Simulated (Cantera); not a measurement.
What does this Cantera script print?

```python
import numpy as np
import cantera as ct

gas_names = [...]  # 95 gases of nasa_gas.yaml made of C, F, H
cond_names = """
    C(gr) C6H6(L) C7H8(L) C8H18(L),n-octa
""".split()


# ... load() reads the species with a 1 bar reference pressure and builds the phases ...
atoms = {
    'CH2F2': {'C': 1, 'H': 2, 'F': 2},
    'F2': {'F': 2},
    'H2': {'H': 2},
}
top_T = {'C(gr)': 4500}  # K; cautious upper limits of use, not melting points


# ... equilibrate(T, P, feed) seeds the gas with the atoms and calls Mixture.equilibrate('TP', solver="vcs", rtol=1e-11, max_steps=5000) ...
results = []
feed = {'CH2F2': 1, 'F2': 0.054, 'H2': 0.76}  # mol
T = 1850  # K
P = 1333.22  # Pa
mix = equilibrate(T, P, feed)
results.append((T, P, feed, dict(zip(mix.species_names, mix.species_moles))))
print(gas.report(threshold=0.001))
for i in range(1, mix.n_phases):
    print(f"{mix.phase(i).name:16s} {mix.phase_moles(i):12.5e} mol")
```

Output:

```
       temperature   1850 K
          pressure   1333.2 Pa
           density   0.0013414 kg/m^3
  mean mol. weight   15.476 kg/kmol
   phase of matter   gas

                          1 kg             1 kmol
                     ---------------   ---------------
          enthalpy       -1.0056e+07       -1.5563e+08  J
   internal energy        -1.105e+07       -1.7101e+08  J
           entropy             16711        2.5862e+05  J/K
    Gibbs function       -4.0971e+07       -6.3409e+08  J
 heat capacity c_p            2165.6             33516  J/K
 heat capacity c_v            1628.4             25201  J/K

                      mass frac. Y      mole frac. X     chem. pot. / RT
                     ---------------   ---------------   ---------------
                 H        0.00015175         0.0023298           -12.471
                HF           0.96725           0.74824            -46.74
                H2          0.032483           0.24937           -24.941
     [  +92 minor]        0.00011245        6.7448e-05

C(gr)             9.99631e-01 mol
```

Cantera equilibrium calculation (NASA polynomials, part measured and part estimated; ideal gas, pure solids and liquids).
